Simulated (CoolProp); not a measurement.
Properties of R142b along the isobar 5930 kPa (Tc = 410.3 K, pc = 4055 kPa, ω = 0.232).

The numbers come from the reference Helmholtz-energy equation of state, Lemmon 2006 in CoolProp. It is a short technical equation, of lower accuracy than the large ones.

| T (K) | phase | density (kg/m³) | cv (kJ/(kg K)) | Joule-Thomson coefficient (K/MPa) | conductivity (mW/(m K)) | fugacity coefficient |
|---|---|---|---|---|---|---|
| 324.9 | liquid | 1064 | 0.9116 | -0.1483 | 75.9 | 0.1256 |
| 341 | liquid | (withheld) | (withheld) | -0.04682 | 70.9 | 0.1761 |
| 357.2 | liquid | 973.7 | 0.9564 | 0.09642 | 66.1 | 0.2368 |
| 373.3 | liquid | (withheld) | 0.9796 | 0.3109 | 61.6 | 0.3060 |
| 389.4 | liquid | 857.8 | 1.005 | (withheld) | 57.3 | 0.3822 |
| 405.5 | liquid | 778.1 | 1.034 | 1.398 | 53.2 | 0.4628 |
| 421.6 | supercritical | 654.9 | 1.076 | 3.519 | 49.5 | 0.5432 |
| 437.8 | supercritical | 423.9 | 1.123 | 8.949 | (withheld) | 0.6138 |
| 453.9 | supercritical | 297.9 | (withheld) | (withheld) | 37.6 | 0.6653 |
| 470 | supercritical | 246.5 | 1.086 | 8.254 | 35.1 | 0.7057 |

Complete the blanks.


- 341, density (kg/m³): 1021
- 341, cv (kJ/(kg K)): 0.9337
- 373.3, density (kg/m³): 920.5
- 389.4, Joule-Thomson coefficient (K/MPa): 0.6707
- 437.8, conductivity (mW/(m K)): 44.8
- 453.9, cv (kJ/(kg K)): 1.097
- 453.9, Joule-Thomson coefficient (K/MPa): 9.385

Thermal conductivity comes from a separate model (Huber 2003), an estimate that may be off by 10 % or more.
